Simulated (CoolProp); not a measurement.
Vapour-liquid equilibrium of dimethyl ether (1) + R236EA (2) at 0.325 MPa; x and y are mole fractions of (1).

The numbers come from the multi-fluid Helmholtz-energy mixture model, Wu 2011 and Rui 2013; pair parameters Bell 2016 in CoolProp.

| x | bubble temperature (°C) | y at the bubble point | dew temperature at overall composition x (°C) | liquid density (mol/L) |
|---|---|---|---|---|
| 0.05 | 38.6 | 0.057 | 38.6 | 9.289 |
| 0.2 | 37.2 | 0.248 | 37.7 | 9.954 |
| 0.35 | 34.4 | 0.469 | 36.1 | 10.71 |
| 0.5 | 29.2 | 0.691 | 33.8 | 11.57 |
| 0.65 | 22.0 | 0.862 | 30.4 | 12.54 |
| 0.8 | 14.0 | 0.957 | 25.2 | 13.59 |
| 0.95 | 7.4 | 0.995 | 14.9 | 14.66 |

No azeotrope shows between x = 0.05 and 0.95.

The pair parameters rest on a limited set of measurements; away from them the model extrapolates.
